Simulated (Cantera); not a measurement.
An adiabatic, constant-volume homogeneous reactor starts with CO : H2 : O2 : N2 = 1 : 0.41 : 0.441 : 1.66 (molar parts), equivalence ratio 1.6, at 1700 K and 10.0 bar. Integrator tolerance rtol = 1e-08.

Cantera simulation using GRI-Mech 3.0 (53 species, 325 reactions); the numbers are that mechanism's predictions, not measurements. The hydrogen kinetics of GRI-Mech 3.0 are dated; newer H2 mechanisms differ, most at raised pressure. Above 3000 K some thermodynamic fits are extrapolated.

Question: What does this change do: pressure from 10.0 bar to 0.220 bar?

Answer: 
```csv
quantity,before,after
time of steepest temperature rise,1.13 µs,47.9 µs
temperature at 0.900 s,3232 K,2833 K
equilibrium temperature,3232 K,2833 K
x(CO) at 0.900 s,0.193 (gas-phase equilibrium 0.193),0.205 (gas-phase equilibrium 0.205)
x(H2) at 0.900 s,0.0193 (gas-phase equilibrium 0.0193),0.0229 (gas-phase equilibrium 0.0229)
x(O2) at 0.900 s,0.0120 (gas-phase equilibrium 0.0120),0.0211 (gas-phase equilibrium 0.0211)
x(NO) at 0.900 s,0.0120 (gas-phase equilibrium 0.0120),0.00975 (gas-phase equilibrium 0.00975)
x(N2O) at 0.900 s,2.31e-6 (gas-phase equilibrium 2.31e-6),2.55e-7 (gas-phase equilibrium 2.55e-7)
```

Question: What does this change do: pressure from 10.0 bar to 0.210 bar?

Answer: 
```csv
quantity,before,after
time of steepest temperature rise,1.13 µs,50.1 µs
temperature at 0.900 s,3232 K,2828 K
equilibrium temperature,3232 K,2828 K
x(CO) at 0.900 s,0.193 (gas-phase equilibrium 0.193),0.205 (gas-phase equilibrium 0.205)
x(H2) at 0.900 s,0.0193 (gas-phase equilibrium 0.0193),0.0229 (gas-phase equilibrium 0.0229)
x(O2) at 0.900 s,0.0120 (gas-phase equilibrium 0.0120),0.0211 (gas-phase equilibrium 0.0211)
x(NO) at 0.900 s,0.0120 (gas-phase equilibrium 0.0120),0.00971 (gas-phase equilibrium 0.00971)
x(N2O) at 0.900 s,2.31e-6 (gas-phase equilibrium 2.31e-6),2.48e-7 (gas-phase equilibrium 2.48e-7)
```

Question: What does this change do: initial temperature 1700 to 1075 K?

Answer: 
```csv
quantity,before,after
time of steepest temperature rise,1.13 µs,0.394 ms
temperature at 0.900 s,3232 K,3053 K
equilibrium temperature,3232 K,3053 K
x(CO) at 0.900 s,0.193 (gas-phase equilibrium 0.193),0.173 (gas-phase equilibrium 0.173)
x(H2) at 0.900 s,0.0193 (gas-phase equilibrium 0.0193),0.0167 (gas-phase equilibrium 0.0167)
x(O2) at 0.900 s,0.0120 (gas-phase equilibrium 0.0120),0.00469 (gas-phase equilibrium 0.00469)
x(NO) at 0.900 s,0.0120 (gas-phase equilibrium 0.0120),0.00625 (gas-phase equilibrium 0.00625)
x(N2O) at 0.900 s,2.31e-6 (gas-phase equilibrium 2.31e-6),1.46e-6 (gas-phase equilibrium 1.46e-6)
```
